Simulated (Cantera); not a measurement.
A perfectly stirred reactor is fed with CH₄ : CO : O₂ : N₂ : H₂O = 1 : 0.051 : 2.36 : 8.86 : 1 (molar parts), at 1700000 Pa; it is adiabatic with a 700 K inlet, and is followed from long to short residence time, starting on the burning branch (τ in s: 0.43, 0.11, 0.027, 0.0069, 0.0017, 0.00044, 0.00011, 2.8e-05, 7.1e-06).

Computed with Cantera and GRI-Mech 3.0 (53 species, 325 reactions). The pressure lies above the range GRI-Mech 3.0 was tuned for (to about 10 atm).

**Question.** Predict: blow-out, bracketed by the residence times tried; x(CH₄) at τ = 0.430 s; x(CO) at τ = 0.430 s; x(O₂) at τ = 0.430 s; x(OH) at τ = 0.430 s; x(O) at τ = 0.430 s; x(CH₄) at τ = 1.70 ms; x(CO) at τ = 1.70 ms; x(O₂) at τ = 1.70 ms; x(OH) at τ = 1.70 ms; x(O) at τ = 1.70 ms.

**Answer.** 
```
Property                                                                      Result
------------------------------------------------  ----------------------------------
blow-out, bracketed by the residence times tried  burning at 28.0 µs, out at 7.10 µs
x(CH₄) at τ = 0.430 s                                                        8.32e-8
x(CO) at τ = 0.430 s                                                         0.00103
x(O₂) at τ = 0.430 s                                                          0.0233
x(OH) at τ = 0.430 s                                                         0.00256
x(O) at τ = 0.430 s                                                         0.000135
x(CH₄) at τ = 1.70 ms                                                        1.78e-5
x(CO) at τ = 1.70 ms                                                         0.00172
x(O₂) at τ = 1.70 ms                                                          0.0256
x(OH) at τ = 1.70 ms                                                         0.00288
x(O) at τ = 1.70 ms                                                         0.000174
```
